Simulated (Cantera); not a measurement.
Feed: 1 mol SiCl4, 0.31 mol N2, held at 1150 K and 3.75 Torr.

These are equilibrium values from Cantera (NASA tables, ideal gas, pure condensed phases), not measurements of a reactor. Candidate condensed phases: Si, Si3N4; 13 gas species. The tables' values for SiCl3 are old estimates; treat these amounts as uncertain. The numbers say what is thermodynamically allowed, not how fast it happens.

Base state: SiCl4 0.763, N2 0.237, SiCl3 0.000148, Cl 0.000127, Cl2 1.08e-5 (mole fractions); condensed: gas only.

Question: What changes in the equilibrium state with this change: temperature from 1150 K to 1323.15 K?

Answer: 
```tsv
species	before	after
SiCl4	0.763	0.760
N2	0.237	0.236
SiCl3	0.000148	0.00207
Cl	0.000127	0.00196
SiCl2	3.15e-7	3.08e-5
Cl2	1.08e-5	8.36e-5
```
